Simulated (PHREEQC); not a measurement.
A solution holds 0.024 mol/kgw KHCO3, at 20 °C. Closed to the air; pH follows from the charge balance.

Computed with PHREEQC (ion-association model, phreeqc.dat).

```json
{
  "pH": "8.25",
  "ionic_strength": "0.0243 mol/kgw",
  "specific_conductance": "2280 µS/cm",
  "total_alkalinity": "24.0 meq/kg"
}
```

| species | molality | activity | log γ |
|---|---|---|---|
| K+ | 0.0240 | 0.0206 | -0.066 |
| HCO3- | 0.0235 | 0.0204 | -0.062 |
| CO2 | 0.000272 | 0.000274 | 0.002 |
| CO3-2 | 0.000271 | 0.000153 | -0.247 |
| OH- | 1.43e-6 | 1.22e-6 | -0.067 |
| H+ | 6.32e-9 | 5.58e-9 | -0.054 |

No solid was allowed to form. Complexes and solids missing from the database can't appear.
